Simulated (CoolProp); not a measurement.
Vapour-liquid equilibrium of neopentane (1) + n-pentane (2) at 11.55 °C; x and y are mole fractions of (1).

The numbers come from the multi-fluid Helmholtz-energy mixture model, Lemmon 2006 and Thol 2019; pair parameters Bell 2016 in CoolProp.

```json
[
 {"x": "0.05", "bubble pressure (kPa)": "43.93", "y at the bubble point": "0.125", "dew pressure at overall composition x (kPa)": "41.72", "liquid density (mol/L)": "8.767"},
 {"x": "0.15", "bubble pressure (kPa)": "51.01", "y at the bubble point": "0.323", "dew pressure at overall composition x (kPa)": "44.71", "liquid density (mol/L)": "8.716"},
 {"x": "0.25", "bubble pressure (kPa)": "58.01", "y at the bubble point": "0.471", "dew pressure at overall composition x (kPa)": "48.16", "liquid density (mol/L)": "8.665"},
 {"x": "0.35", "bubble pressure (kPa)": "64.95", "y at the bubble point": "0.588", "dew pressure at overall composition x (kPa)": "52.18", "liquid density (mol/L)": "8.615"},
 {"x": "0.45", "bubble pressure (kPa)": "…", "y at the bubble point": "0.682", "dew pressure at overall composition x (kPa)": "56.90", "liquid density (mol/L)": "8.566"},
 {"x": "0.55", "bubble pressure (kPa)": "78.62", "y at the bubble point": "0.760", "dew pressure at overall composition x (kPa)": "62.52", "liquid density (mol/L)": "8.517"},
 {"x": "0.65", "bubble pressure (kPa)": "85.39", "y at the bubble point": "0.827", "dew pressure at overall composition x (kPa)": "69.31", "liquid density (mol/L)": "8.469"},
 {"x": "0.75", "bubble pressure (kPa)": "…", "y at the bubble point": "0.884", "dew pressure at overall composition x (kPa)": "77.65", "liquid density (mol/L)": "8.421"},
 {"x": "0.85", "bubble pressure (kPa)": "98.86", "y at the bubble point": "0.934", "dew pressure at overall composition x (kPa)": "…", "liquid density (mol/L)": "8.373"},
 {"x": "0.95", "bubble pressure (kPa)": "105.6", "y at the bubble point": "0.979", "dew pressure at overall composition x (kPa)": "101.2", "liquid density (mol/L)": "8.326"}
]
```

Some entries are withheld; supply them.


- 0.45, bubble pressure (kPa): 71.81
- 0.75, bubble pressure (kPa): 92.13
- 0.85, dew pressure at overall composition x (kPa): 88.03

No azeotrope shows between x = 0.05 and 0.95.

The pair parameters rest on a limited set of measurements; away from them the model extrapolates.
